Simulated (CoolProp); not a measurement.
The fluid at 298.15 K and 3.92 MPa (liquid) is heated at constant pressure to 422.9 K. The same conditions are run with several fluids, on thermodynamics alone (safety and materials aside).

The numbers come from the reference Helmholtz-energy equation of state of each fluid (n-octane: Beckmüller 2019; R115: Lemmon 2016; n-pentane: Thol 2019; cis-2-butene: Lemmon 2005) in CoolProp.

| fluid | heat (kJ/kg) | final phase | final density (kg/m³) |
|---|---|---|---|
| n-octane | 308 | liquid | 596 |
| R115 | 182 | supercritical | 230 |
| n-pentane | 328 | liquid | 478 |
| cis-2-butene | 335 | liquid | 402 |
